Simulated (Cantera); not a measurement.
Cantera run:

```python
import numpy as np
import cantera as ct

gas_names = """
    CL CLO CL2 H HCL HOCL HO2 H2 H2O H2O2 O OH O2 O3 Ti TiCL TiCL2 TiCL3 TiCL4 TiO TiOCL TiOCL2 TiO2
""".split()
cond_names = """
    H2O(s) H2O(L) Ti(a) Ti(b) Ti(L) TiCL2(s) TiCL3(s) TiCL4(L) TiO(a) TiO(b) TiO(L) TiO2(ru) TiO2(L)
    Ti2O3(a) Ti2O3(b) Ti2O3(L) Ti3O5(a) Ti3O5(b) Ti3O5(L) Ti4O7(s) Ti4O7(L)
""".split()


# ... load() reads the species with a 1 bar reference pressure and builds the phases ...
atoms = {
    'TiO2': {'Ti': 1, 'O': 2},
    'HCl': {'H': 1, 'CL': 1},
}
top_T = {'TiCL2(s)': 1300, 'TiCL3(s)': 1000}  # K; cautious upper limits of use, not melting points


# ... equilibrate(T, P, feed) seeds the gas with the atoms and calls Mixture.equilibrate('TP', solver="vcs", rtol=1e-11, max_steps=5000) ...
results = []
feed = {'TiO2': 1, 'HCl': 5.8}  # mol
T = 1450  # K
for P in [1, 4.2, 18, 75, 320, 1300, 5600, 24000, 100000]:
    mix = equilibrate(T, P, feed)
    results.append((T, P, feed, dict(zip(mix.species_names, mix.species_moles))))
    x = sorted(zip(gas.X, gas.species_names), reverse=True)
    print(f"T = {T:g} K  P = {P:g} Pa  gas = {mix.phase_moles(0):.4g} mol")
    print("   x: " + "  ".join(f"{s} {v:.3e}" for v, s in x if v > 1e-06))
    print("   condensed (mol): " + ("  ".join(f"{mix.phase(i).name} {mix.phase_moles(i):.4g}"
          for i in range(1, mix.n_phases) if mix.phase_moles(i) > 1e-12) or "none"))
```

Output:

```
T = 1450 K  P = 1 Pa  gas = 5.866 mol
   x: HCL 9.656e-01  CL 2.245e-02  H2 1.098e-02  H2O 4.359e-04  H 3.133e-04  TiCL3 1.870e-04  TiCL4 2.402e-05  TiOCL2 9.518e-06  CL2 2.962e-06  TiCL2 2.289e-06
   condensed (mol): TiO2(ru) 0.9987
T = 1450 K  P = 4.2 Pa  gas = 5.84 mol
   x: HCL 9.782e-01  CL 1.404e-02  H2 6.861e-03  H2O 5.461e-04  TiCL3 2.007e-04  H 1.209e-04  TiCL4 6.767e-05  TiOCL2 7.796e-06  CL2 4.862e-06
   condensed (mol): TiO2(ru) 0.9984
T = 1450 K  P = 18 Pa  gas = 5.824 mol
   x: HCL 9.859e-01  CL 8.695e-03  H2 4.238e-03  H2O 7.252e-04  TiCL3 1.896e-04  TiCL4 1.698e-04  H 4.589e-05  CL2 7.998e-06  TiOCL2 5.964e-06
   condensed (mol): TiO2(ru) 0.9979
T = 1450 K  P = 75 Pa  gas = 5.813 mol
   x: HCL 9.904e-01  CL 5.423e-03  H2 2.639e-03  H2O 1.028e-03  TiCL4 3.581e-04  TiCL3 1.539e-04  H 1.774e-05  CL2 1.296e-05  TiOCL2 4.244e-06
   condensed (mol): TiO2(ru) 0.997
T = 1450 K  P = 320 Pa  gas = 5.806 mol
   x: HCL 9.927e-01  CL 3.343e-03  H2 1.635e-03  H2O 1.561e-03  TiCL4 6.695e-04  TiCL3 1.094e-04  CL2 2.102e-05  H 6.759e-06  TiOCL2 2.809e-06
   condensed (mol): TiO2(ru) 0.9955
T = 1450 K  P = 1300 Pa  gas = 5.799 mol
   x: HCL 9.932e-01  H2O 2.419e-03  CL 2.084e-03  TiCL4 1.135e-03  H2 1.037e-03  TiCL3 7.326e-05  CL2 3.317e-05  H 2.671e-06  TiOCL2 1.815e-06
   condensed (mol): TiO2(ru) 0.993
T = 1450 K  P = 5600 Pa  gas = 5.793 mol
   x: HCL 9.922e-01  H2O 3.880e-03  TiCL4 1.892e-03  CL 1.259e-03  H2 6.579e-04  CL2 5.218e-05  TiCL3 4.692e-05  TiOCL2 1.129e-06  H 1.025e-06
   condensed (mol): TiO2(ru) 0.9888
T = 1450 K  P = 24000 Pa  gas = 5.784 mol
   x: HCL 9.894e-01  H2O 6.247e-03  TiCL4 3.093e-03  CL 7.452e-04  H2 4.357e-04  CL2 7.833e-05  TiCL3 3.023e-05
   condensed (mol): TiO2(ru) 0.9819
T = 1450 K  P = 100000 Pa  gas = 5.773 mol
   x: HCL 9.842e-01  H2O 9.963e-03  TiCL4 4.961e-03  CL 4.289e-04  H2 3.124e-04  CL2 1.081e-04  TiCL3 2.022e-05
   condensed (mol): TiO2(ru) 0.9712
```

Method: chemical equilibrium by Gibbs-energy minimisation in Cantera with the NASA 1993 tables (ideal gas, pure condensed phases).
